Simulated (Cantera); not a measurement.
A closed system holds: 1 mol toluene, 1.1 mol NH₃, 0.48 mol N₂, at 1998 K.

Cantera equilibrium calculation (NASA polynomials, part measured and part estimated; ideal gas, pure solids and liquids). Candidate condensed phases: C, C₆H₆, C₇H₈, C₈H₁₈; 92 gas species. Kinetics and transport are ignored.

### Question
At 22.0 bar, list the 4 most abundant gas species with their mole fractions, and the condensed phases.

### Answer
H₂ 0.834, N₂ 0.152, CH₄ 0.00654, HCN 0.00522. Condensed: C(graphite).
